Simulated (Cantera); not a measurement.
Feed: 1 mol SiH4, 44 mol N2O, 9.5 mol H2, equilibrated at 1348 K and 1.33 mbar.

Equilibrium computed with Cantera from the NASA thermochemical tables; the gas is ideal and each condensed phase is pure. Candidate condensed phases: H2O, Si, SiO2, Si2N2O, Si3N4; 35 gas species. The tables hold silica as quartz up to 1696 K and as liquid above; real silica turns to tridymite and cristobalite and melts near 1996 K. Rates play no part.

Base state: N2 0.622, O2 0.215, H2O 0.162, NO 0.000481, OH 0.000120 (mole fractions); condensed: SiO2(β-quartz).

Q: What changes in the equilibrium state with this change: temperature from 1348 K to 1525 K?

A: 
```json
[
 {"species": "N2", "before": "0.622", "after": "0.621"},
 {"species": "O2", "before": "0.215", "after": "0.215"},
 {"species": "H2O", "before": "0.162", "after": "0.162"},
 {"species": "NO", "before": "0.000481", "after": "0.00124"},
 {"species": "OH", "before": "0.000120", "after": "0.000649"},
 {"species": "O", "before": "5.19e-6", "after": "7.19e-5"},
 {"species": "H2", "before": "1.89e-6", "after": "2.52e-5"},
 {"species": "SiO2(β-quartz), mol", "before": "1.00", "after": "1.00"}
]
```

Q: What changes in the equilibrium state with this change: H2 from 9.5 to 48 mol?

A: 
```csv
species,before,after
N2,0.622,0.468
H2O,0.162,0.447
H2,1.89e-6,0.0851
O2,0.215,<1e-9
NO,0.000481,2.56e-8
H,8.72e-8,1.85e-5
OH,0.000120,1.56e-6
"SiO2(β-quartz), mol",1.00,1.00
```
